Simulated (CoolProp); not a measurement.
Saturation properties of dodecamethylpentasiloxane (MD3M) (Tc = 354.9 °C, pc = 9.540 bar, ω = 0.730).

The numbers come from the reference Helmholtz-energy equation of state, Thol 2019 in CoolProp.

```tsv
T (°C)	p (bar)	vapour density (kg/m³)	enthalpy of vaporisation (kJ/kg)	surface tension (mN/m)
149.15	0.09771	1.093	137.7	9.81
152.75	0.1113	1.236	…	9.60
156.25	0.1259	1.391	135.5	9.39
159.85	0.1426	1.565	134.3	9.18
163.35	0.1605	1.752	…	8.97
166.85	0.1801	…	132.1	8.77
170.45	0.2024	2.186	130.9	8.56
173.95	0.2261	2.430	129.8	8.36
177.55	0.2527	2.703	128.6	8.15
181.05	0.2810	2.993	127.5	7.95
184.55	0.3118	3.307	…	7.75
188.15	0.3463	3.658	…	7.54
191.65	0.3827	4.027	124.0	7.35
195.25	0.4232	…	122.8	7.14
```

Question: What belongs in the gaps?

Answer: 
- 152.75, enthalpy of vaporisation (kJ/kg): 136.6
- 163.35, enthalpy of vaporisation (kJ/kg): 133.2
- 166.85, vapour density (kg/m³): 1.956
- 184.55, enthalpy of vaporisation (kJ/kg): 126.3
- 188.15, enthalpy of vaporisation (kJ/kg): 125.1
- 195.25, vapour density (kg/m³): 4.438

It boils at 229.9 °C under 1 atm.

Surface tension comes from a separate correlation (Mulero 2014), older than this fluid's equation and unchecked against measurements.
